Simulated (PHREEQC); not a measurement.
Consider water at 25 °C with 4.8 mmol/kgw ZnSO4 and 0.16 mmol/kgw FeSO4. It is in equilibrium with CO2 at log p = -3.4 (atm). Otherwise closed; pH follows from the charge balance.

All values are PHREEQC results (ion-association model, wateq4f.dat), not measurements.

Each row changes one thing in this solution. Precipitation was switched off in this run.

```
case                                            pH  ionic strength (mol/kgw)  SO4-2 (mol/kgw)  Fe+2 (mol/kgw)  FeSO4 (mol/kgw)  CO2 (mol/kgw)  SI of Siderite (FeCO3)  SI of Melanterite (FeSO4:7H2O)
--------------------------------------------  ----  ------------------------  ---------------  --------------  ---------------  -------------  ----------------------  ------------------------------
as made                                       5.53                    0.0148          0.00366        0.000128          3.24e-5        1.35e-5                   -3.69                           -4.53
ZnSO4 from 0.0048 to 0.0096 mol/kgw           5.50                    0.0263          0.00643        0.000119          4.13e-5        1.35e-5                   -3.83                           -4.42
ZnSO4 replaced by MgSO4 at the same molality  5.64                    0.0149          0.00371        0.000127              [?]        1.35e-5                   -3.47                           -4.53
diluted 10-fold with water                    5.59                   0.00185         0.000462         1.51e-5          8.54e-7        1.36e-5                     [?]                           -6.11
0.0089 mol/kgw H3PO4 added                    2.36                    0.0197          0.00308         5.54e-5          1.05e-5        1.35e-5                  -10.41                           -5.02
temperature from 25 to 15 °C                  5.53                    0.0150          0.00371        0.000132              [?]        1.81e-5                   -3.78                           -4.38
0.00021 mol/kgw KCl added                     5.53                    0.0150          0.00366        0.000128          3.22e-5        1.35e-5                   -3.69                           -4.53
```

### Question
Some entries are withheld; supply them.

### Answer

- ZnSO4 replaced by MgSO4 at the same molality, FeSO4 (mol/kgw): 3.27e-5
- diluted 10-fold with water, SI of Siderite (FeCO3): -4.37
- temperature from 25 to 15 °C, FeSO4 (mol/kgw): 2.83e-5

Complexes and solids missing from the database can't appear.
